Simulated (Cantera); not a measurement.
An isothermal, constant-pressure homogeneous reactor starts with CH₄ : H₂ : CO₂ = 0.033 : 1 : 0.0082 (molar parts), at 1250 K and 20.0 Torr. Integrator tolerance rtol = 1e-08.

Cantera simulation using GRI-Mech 3.0 (53 species, 325 reactions); the numbers are that mechanism's predictions, not measurements. GRI-Mech 3.0 stops at C3 and has no aromatics, soot or wall deposition, so with more carbon than oxygen in the feed, carbon stays in small species such as C2H2 where larger ones or solid carbon would form. Radical loss at walls, strong at low pressure, is not modelled.

Problem. What does this change do: temperature 1250 to 2023 K?

Solution. 
```
quantity                                             before                                      after
-----------------  ----------------------------------------  -----------------------------------------
x(CH₄) at 2.00 s      0.0317 (gas-phase equilibrium 0.0202)   0.000163 (gas-phase equilibrium 3.57e-5)
x(H₂) at 2.00 s         0.960 (gas-phase equilibrium 0.963)        0.962 (gas-phase equilibrium 0.962)
x(CO₂) at 2.00 s   0.00785 (gas-phase equilibrium 8.03e-10)   8.25e-7 (gas-phase equilibrium 3.78e-11)
x(CO) at 2.00 s      2.12e-5 (gas-phase equilibrium 0.0155)      0.0148 (gas-phase equilibrium 0.0151)
x(O) at 2.00 s        <1e-12 (gas-phase equilibrium <1e-12)     2.41e-9 (gas-phase equilibrium <1e-12)
x(C₂H₆) at 2.00 s   1.42e-7 (gas-phase equilibrium 4.40e-7)  3.44e-10 (gas-phase equilibrium 2.02e-11)
```
